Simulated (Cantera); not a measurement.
Source: NASA polynomial tables (part measured, part estimated), evaluated in Cantera. Values are per mole of reaction as written; species without (g) are pure solids or liquids, kept so even where they would boil at 1 bar.

Q: Between 300 and 1873 K, where is each reaction favourable under standard conditions?
- Si(g) + 2 Cl(g) → SiCl₂(g)
- O₃(g) + 3 Si → 3 SiO(g)

A: 
- Si(g) + 2 Cl(g) → SiCl₂(g): ΔG° is -796 kJ at 300 K and -435 kJ at 1873 K; it stays negative (K > 1). ΔH° is -875 kJ and ΔS° -235 J/K at 1873 K.
- O₃(g) + 3 Si → 3 SiO(g): ΔG° is -545 kJ at 300 K and -1021 kJ at 1873 K; it stays negative (K > 1). ΔH° is -638 kJ and ΔS° 205 J/K at 1873 K.
